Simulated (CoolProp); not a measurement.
Computed with CoolProp (reference Helmholtz-energy equation of state, Lemmon 2006). It is a short technical equation, of lower accuracy than the large ones.

Give the vapour pressure (bar), liquid density (kg/m³), enthalpy of vaporisation (kJ/kg), vapour Z of saturated carbon monoxide at -181.95 °C.


| T (°C) | p (bar) | liquid density (kg/m³) | enthalpy of vaporisation (kJ/kg) | vapour Z |
|---|---|---|---|---|
| -181.95 | 2.66 | 750 | 200 | 0.918 |
